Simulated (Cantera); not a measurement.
A closed system holds: 1 mol Fe(CO)5, 3.9 mol H2, at 0.0825 Torr.

Cantera equilibrium calculation (NASA polynomials, part measured and part estimated; ideal gas, pure solids and liquids). Candidate condensed phases: C, C6H6, C7H8, C8H18, Fe, Fe(CO)5, FeO, Fe(OH)2, Fe(OH)3, Fe2O3, Fe3O4, H2O; 114 gas species. Condensed phases not in the tables: cementite and carbon dissolved in iron. Equilibrium is a limit: real reactors are often held back by kinetics, nucleation or transport.

x: gas mole fraction; n: condensed amount in mol.

| T (°C) | x CO | x H2 | x CO2 | x H2O | x CH4 | n C(graphite) | n Fe(α) |
|---|---|---|---|---|---|---|---|
| 602 | 0.561 | 0.438 | 0.000373 | 0.000110 | 9.23e-6 | 0.00421 | 1.00 |
| 652 | 0.562 | 0.438 | 0.000104 | 4.02e-5 | 4.79e-6 | 0.00124 | 1.00 |
| 702 | 0.562 | 0.438 | 3.33e-5 | 1.63e-5 | 2.65e-6 | 0 | 1.00 |
| 752 | 0.562 | 0.438 | 1.19e-5 | 7.18e-6 | 1.55e-6 | 0 | 1.00 |
| 802 | 0.562 | 0.438 | [?] | [?] | [?] | 0 | 1.00 |
| 852 | 0.562 | 0.438 | [?] | [?] | [?] | 0 | 1.00 |
| 902 | 0.562 | 0.438 | 9.40e-7 | 9.39e-7 | 4.04e-7 | 0 | 1.000 |

Q: What belongs in the gaps?

A: 
- 852, x CO2: 2.03e-6
- 852, x H2O: 1.74e-6
- 852, x CH4: 6.09e-7
- 802, x CO2: 4.72e-6
- 802, x H2O: 3.42e-6
- 802, x CH4: 9.53e-7
